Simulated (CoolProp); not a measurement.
Computed with CoolProp (reference Helmholtz-energy equation of state, Platzer 1990). This equation is an older, rougher fit; its heat capacities, sound speeds and derivatives of the liquid may be far off and weren't checked against measurements.

Problem. For CF4 (R14), give the phase and the conductivity (mW/(m K)) at 320 K and 11.9 MPa; 375.6 K and 11.9 MPa; 458.8 K and 11.9 MPa.

Solution. 
- 320 K and 11.9 MPa: supercritical; conductivity 27.4
- 375.6 K and 11.9 MPa: supercritical; conductivity 27.9
- 458.8 K and 11.9 MPa: supercritical; conductivity 32.4

Thermal conductivity comes from a separate model (Huber 2003), an estimate that may be off by 10 % or more.
